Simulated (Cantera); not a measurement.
Feed: 1 mol (CH3)2SiCl2, 0.05 mol CH4, 61 mol H2, held at 1.00 bar.

Cantera equilibrium calculation (NASA polynomials, part measured and part estimated; ideal gas, pure solids and liquids). Candidate condensed phases: C, C6H6, C7H8, C8H18, Si, SiC; 109 gas species. The feed counts by its element totals alone. Gases not in the tables: Si2H6 and higher silanes. Kinetics and transport are ignored.

Over these rows the condensed part is C(graphite) + SiC(s). Partial pressures as log10 of bar:

| T (K) | 1000/T (1/K) | log p SiCl2 | log p H2 | log p HCl |
|---|---|---|---|---|
| 1448 | 0.6906 | -4.75 | -0.01 | -1.51 |
| 1648 | 0.6068 | -4.37 | -0.01 | -1.51 |
| 1848 | 0.5411 | -4.08 | -0.01 | -1.52 |
| 2048 | 0.4883 | -3.85 | -0.02 | -1.52 |
| 2248 | 0.4448 | ? | -0.02 | -1.52 |
| 2448 | 0.4085 | -3.53 | -0.03 | -1.53 |

### Question
Fit log p(SiCl2) = a + b·(1000/T) to the five rows, give the apparent enthalpy, and predict the row at 2248 K.

### Answer
Means: 1000/T = 0.5471, log p = -4.116. Sxy = -0.203219, Sxx = 0.0468597, so b = -4.34 and a = -4.116 − (-4.34)×0.5471 = -1.74.
Apparent enthalpy: −19.145 × (-4.34) = 83 kJ/mol. With the condensed phases at unit activity, SiC(s) + 2 HCl(g) = SiCl2(g) + C(graphite) + H2(g) links this pressure to the main gases: over the six rows their terms move log p by -0.02 in all, so the slope is close to that reaction's ΔH°. The five rows lie within 0.02 of the line.
Prediction at 2248 K: -1.74 + (-4.34)×0.4448 = -3.67. The computed value is -3.67, 0.00 from the line.
